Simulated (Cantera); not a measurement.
Charge: 1 mol SiH2Cl2, 0.42 mol C3H8, 230 mol H2, equilibrated at 0.400 bar.

Cantera equilibrium calculation (NASA polynomials, part measured and part estimated; ideal gas, pure solids and liquids). Candidate condensed phases: C, C6H6, C7H8, C8H18, Si, SiC; 109 gas species. The tables' values for SiCl are old estimates; treat these amounts as uncertain. Gases not in the tables: Si2H6 and higher silanes. Kinetics and transport are ignored. All values below are at 1975 °C.

Base state: H2 0.979, H 0.0115, HCl 0.00835, C2H2 (acetylene) 0.000825, Si 0.000357, SiH 9.01e-5, SiH2 8.92e-5, Cl 7.10e-5 (mole fractions); condensed: SiC(s).

Q: What changes in the equilibrium state with this change: pressure from 0.400 bar to 79.0 mbar?

A: 
```json
[
 {"species": "H2", "before": "0.979", "after": "0.963"},
 {"species": "H", "before": "0.0115", "after": "0.0256"},
 {"species": "HCl", "before": "0.00835", "after": "0.00819"},
 {"species": "Si", "before": "0.000357", "after": "0.00138"},
 {"species": "SiC2", "before": "1.04e-5", "after": "6.90e-5"},
 {"species": "CH4", "before": "4.59e-5", "after": "1.15e-5"},
 {"species": "Si2C", "before": "2.46e-5", "after": "9.53e-5"},
 {"species": "SiC(s), mol", "before": "0.847", "after": "0.542"}
]
```

Q: What changes in the equilibrium state with this change: C3H8 from 0.42 to 0.043 mol?

A: 
```csv
species,before,after
H2,0.979,0.978
H,0.0115,0.0115
HCl,0.00835,0.00815
Si,0.000357,0.00145
C2H2 (acetylene),0.000825,4.97e-5
Si2,1.54e-6,2.55e-5
CH4,4.59e-5,1.13e-5
"SiC(s), mol",0.847,0.0779
"Si(l), mol",0,0.301
```
Mutual solubility and eutectic melting of coexisting phases are not modelled.
